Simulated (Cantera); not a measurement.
A perfectly stirred reactor is fed with CH₄ : C₂H₆ : O₂ : N₂ = 1 : 0.051 : 4.95 : 18.6 (molar parts), equivalence ratio 0.44, at 2.07 atm; it is adiabatic with a 775 K inlet, and is followed from long to short residence time, starting on the burning branch (τ in s: 0.032, 0.015, 0.0074, 0.0036, 0.0017, 0.00083, 0.0004, 0.00019, 9.4e-05, 4.5e-05, 2.2e-05, 1.1e-05, 5.1e-06).

Cantera simulation using GRI-Mech 3.0 (53 species, 325 reactions); the numbers are that mechanism's predictions, not measurements.

What does this change do: pressure from 2.07 atm to 1.00 atm?


```
quantity                                                                       before                                after
------------------------------------------------  -----------------------------------  -----------------------------------
blow-out, bracketed by the residence times tried  burning at 0.190 ms, out at 94.0 µs  burning at 0.190 ms, out at 94.0 µs
x(CH₄) at τ = 32.0 ms                                                         1.55e-5                              1.82e-5
x(C₂H₆) at τ = 32.0 ms                                                        1.94e-7                              2.34e-7
x(O₂) at τ = 32.0 ms                                                            0.112                                0.112
x(HCO) at τ = 32.0 ms                                                         1.53e-8                              3.26e-8
x(HCN) at τ = 32.0 ms                                                         3.24e-9                              2.83e-9
x(CH₄) at τ = 0.400 ms                                                       0.000310                             0.000401
x(C₂H₆) at τ = 0.400 ms                                                       4.11e-6                              5.14e-6
x(O₂) at τ = 0.400 ms                                                           0.115                                0.116
x(HCO) at τ = 0.400 ms                                                        1.41e-6                              2.92e-6
x(HCN) at τ = 0.400 ms                                                        1.69e-8                              2.29e-8
```
